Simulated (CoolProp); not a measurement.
Vapour-liquid equilibrium of CH2F2 (R32) (1) + R236EA (2) at 0.446 MPa; x and y are mole fractions of (1).

The numbers come from the multi-fluid Helmholtz-energy mixture model, Tillner-Roth 1997 and Rui 2013; pair parameters Bell 2016 in CoolProp.

```
x      bubble temperature (°C)  y at the bubble point  dew temperature at overall composition x (°C)  liquid density (mol/L)
-----  -----------------------  ---------------------  ---------------------------------------------  ----------------------
0.05                      42.7                  0.198                                           47.7                   9.242
0.125                     33.6                  0.427                                           45.2                   9.859
0.2                       25.6                  0.590                                           42.6                   10.50
0.275                     18.6                  0.705                                           39.9                   11.17
0.35                      12.5                  0.786                                           36.9                   11.89
0.425                      7.2                  0.845                                           33.7                   12.64
0.5                        2.6                  0.887                                           30.2                   13.45
0.575                     -1.5                  0.918                                           26.4                   14.33
0.65                      -5.1                  0.942                                           22.1                   15.29
0.725                     -8.2                  0.960                                           17.2                   16.34
0.8                      -11.1                  0.975                                           11.3                   17.51
0.875                    -13.7                  0.986                                            3.9                   18.82
0.95                     -16.0                  0.995                                           -6.4                   20.29
```

No azeotrope shows between x = 0.05 and 0.95.

The pair parameters rest on a limited set of measurements; away from them the model extrapolates.
